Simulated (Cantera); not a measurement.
A freely propagating, adiabatic, planar premixed flame of H2 : O2 : N2 = 1 : 0.633 : 2.38 (molar parts), equivalence ratio 0.79, unburnt at 675 K and 6.51 atm; mixture-averaged transport, grid criteria slope 0.08 and curve 0.16, no radiation.

Model: the H2/O2 subset of GRI-Mech 3.0, which has no nitrogen chemistry, integrated in Cantera. The hydrogen kinetics of GRI-Mech 3.0 are dated; newer H2 mechanisms differ, most at raised pressure. Burning velocities carry a grid error of a few per cent, more on coarse grids.

Question: What does this change do: N2 2.38 to 3 parts?

Answer: 
| quantity | before | after |
|---|---|---|
| laminar burning velocity | 619 cm/s | 417 cm/s |
| thermal thickness | 0.0426 mm | 0.0474 mm |
| peak x(OH) | 0.0168 | 0.0109 |
| peak x(HO2) | 0.000985 | 0.000810 |
| peak x(H) | 0.0179 | 0.0111 |
